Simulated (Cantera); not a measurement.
A closed system holds: 1 mol Si₂Cl₆, 0.18 mol NH₃, 3.7 mol H₂, held at 925 K and 15.0 Pa.

These are equilibrium values from Cantera (NASA tables, ideal gas, pure condensed phases), not measurements of a reactor. Candidate condensed phases: NH₄Cl, Si, Si₃N₄; 28 gas species. The feed counts by its element totals alone. The tables' values for SiCl₃ are old estimates; treat these amounts as uncertain. Rates play no part.

Base state: H₂ 0.680, SiCl₄ 0.240, HCl 0.0563, SiHCl₃ 0.0105, SiCl₂ 0.00673, SiCl₃ 0.00638, SiH₂Cl₂ 4.53e-5 (mole fractions); condensed: Si(s) + Si₃N₄(s).

Problem. What changes in the equilibrium state with this change: Si₂Cl₆ replaced by SiF₄?

Solution. 
| species | before | after |
|---|---|---|
| H₂ | 0.680 | 0.784 |
| SiF₄ | 0 | 0.197 |
| N₂ | 2.86e-9 | 0.0178 |
| SiCl₄ | 0.240 | 0 |
| HCl | 0.0563 | 0 |
| SiHCl₃ | 0.0105 | 0 |
| SiCl₂ | 0.00673 | 0 |
| SiCl₃ | 0.00638 | 0 |
| Si(s), mol | 0.401 | 0 |
| Si₃N₄(s), mol | 0.0450 | 8.30e-5 |
The tables' values for SiF₃ are old estimates; treat these amounts as uncertain.
